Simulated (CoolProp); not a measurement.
Vapour-liquid equilibrium of n-hexane (1) + m-xylene (2) at 239 kPa; x and y are mole fractions of (1).

Values from CoolProp's multi-fluid Helmholtz-energy mixture model, Thol 2019 and Zhou 2012; pair parameters Bell 2016.

```json
[
 {"x": "0.05", "bubble temperature (K)": "439.3", "y at the bubble point": "0.197", "dew temperature at overall composition x (K)": "445.4", "liquid density (mol/L)": "6.816"},
 {"x": "0.125", "bubble temperature (K)": "427.9", "y at the bubble point": "0.427", "dew temperature at overall composition x (K)": "442.4", "liquid density (mol/L)": "6.876"},
 {"x": "0.2", "bubble temperature (K)": "417.7", "y at the bubble point": "0.590", "dew temperature at overall composition x (K)": "439.2", "liquid density (mol/L)": "6.922"},
 {"x": "0.275", "bubble temperature (K)": "409.0", "y at the bubble point": "0.702", "dew temperature at overall composition x (K)": "435.7", "liquid density (mol/L)": "6.951"},
 {"x": "0.35", "bubble temperature (K)": "401.8", "y at the bubble point": "0.779", "dew temperature at overall composition x (K)": "432.0", "liquid density (mol/L)": "6.965"},
 {"x": "0.425", "bubble temperature (K)": "395.9", "y at the bubble point": "0.832", "dew temperature at overall composition x (K)": "428.0", "liquid density (mol/L)": "6.965"},
 {"x": "0.5", "bubble temperature (K)": "391.1", "y at the bubble point": "0.870", "dew temperature at overall composition x (K)": "423.6", "liquid density (mol/L)": "6.954"},
 {"x": "0.575", "bubble temperature (K)": "387.1", "y at the bubble point": "0.898", "dew temperature at overall composition x (K)": "418.7", "liquid density (mol/L)": "6.933"},
 {"x": "0.65", "bubble temperature (K)": "383.8", "y at the bubble point": "0.920", "dew temperature at overall composition x (K)": "413.2", "liquid density (mol/L)": "6.905"},
 {"x": "0.725", "bubble temperature (K)": "380.9", "y at the bubble point": "0.939", "dew temperature at overall composition x (K)": "406.9", "liquid density (mol/L)": "6.874"},
 {"x": "0.8", "bubble temperature (K)": "378.4", "y at the bubble point": "0.956", "dew temperature at overall composition x (K)": "399.5", "liquid density (mol/L)": "6.840"},
 {"x": "0.875", "bubble temperature (K)": "376.0", "y at the bubble point": "0.972", "dew temperature at overall composition x (K)": "390.4", "liquid density (mol/L)": "6.806"},
 {"x": "0.95", "bubble temperature (K)": "373.6", "y at the bubble point": "0.988", "dew temperature at overall composition x (K)": "379.2", "liquid density (mol/L)": "6.775"}
]
```

No azeotrope shows between x = 0.05 and 0.95.

Pair parameters are fitted to limited data, so mixtures are less certain than the pure fluids. The gap from Raoult's law changes sign with composition, which may be real or a fault of the pair parameters; it wasn't checked against measurements.
